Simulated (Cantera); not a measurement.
An adiabatic, constant-volume homogeneous reactor starts with CO : H2 : O2 : N2 = 1 : 0.29 : 0.787 : 2.96 (molar parts), equivalence ratio 0.82, at 1700 K and 22.0 bar.

Computed with Cantera and GRI-Mech 3.0 (53 species, 325 reactions). The hydrogen kinetics of GRI-Mech 3.0 are dated; newer H2 mechanisms differ, most at raised pressure. The pressure lies above the range GRI-Mech 3.0 was tuned for (to about 10 atm). Above 3000 K some thermodynamic fits are extrapolated.

Predict: time of steepest temperature rise; temperature at 3.00 s; equilibrium temperature; x(CO) at 3.00 s; x(H2) at 3.00 s; x(O2) at 3.00 s; x(NO) at 3.00 s; x(H2O) at 3.00 s; x(OH) at 3.00 s.

time of steepest temperature rise: 0.669 µs
temperature at 3.00 s: 3172 K
equilibrium temperature: 3172 K
x(CO) at 3.00 s: 0.0679 (gas-phase equilibrium 0.0679)
x(H2) at 3.00 s: 0.00301 (gas-phase equilibrium 0.00301)
x(O2) at 3.00 s: 0.0472 (gas-phase equilibrium 0.0472)
x(NO) at 3.00 s: 0.0248 (gas-phase equilibrium 0.0248)
x(H2O) at 3.00 s: 0.0514 (gas-phase equilibrium 0.0514)
x(OH) at 3.00 s: 0.0151 (gas-phase equilibrium 0.0151)
